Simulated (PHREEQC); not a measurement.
Solution (25 °C): 20 mmol/kgw Cu(NO3)2, 0.16 mmol/kgw H2SO4 and 13 mmol/kgw Na2SO4. Closed to the air; pH follows from the charge balance.

Computed with PHREEQC (ion-association model, phreeqc.dat).

Each row changes one thing in this solution. No solid was allowed to form.

```
case                                      pH  ionic strength (mol/kgw)  Cu+2 (mol/kgw)  SO4-2 (mol/kgw)  CuSO4 (mol/kgw)  NaSO4- (mol/kgw)
--------------------------------------  ----  ------------------------  --------------  ---------------  ---------------  ----------------
as made                                 3.70                    0.0809          0.0156          0.00827          0.00439          0.000421
H2SO4 from 0.00016 to 0.0008 mol/kgw       …                    0.0819          0.0155          0.00850          0.00446          0.000431
Na2SO4 from 0.013 to 0.0143 mol/kgw     3.71                    0.0834          0.0153          0.00918          0.00469          0.000508
Na2SO4 from 0.013 to 0.0013 mol/kgw     3.58                    0.0618               …                …         0.000629                 …
H2SO4 from 0.00016 to 0.000176 mol/kgw  3.66                    0.0809          0.0156          0.00828          0.00439                 …
```

Question: Fill in the missing entries.

Answer: 
- H2SO4 from 0.00016 to 0.0008 mol/kgw, pH: 3.00
- Na2SO4 from 0.013 to 0.0013 mol/kgw, Cu+2 (mol/kgw): 0.0194
- Na2SO4 from 0.013 to 0.0013 mol/kgw, SO4-2 (mol/kgw): 0.000815
- Na2SO4 from 0.013 to 0.0013 mol/kgw, NaSO4- (mol/kgw): 4.58e-6
- H2SO4 from 0.00016 to 0.000176 mol/kgw, NaSO4- (mol/kgw): 0.000422

Complexes and solids missing from the database can't appear.
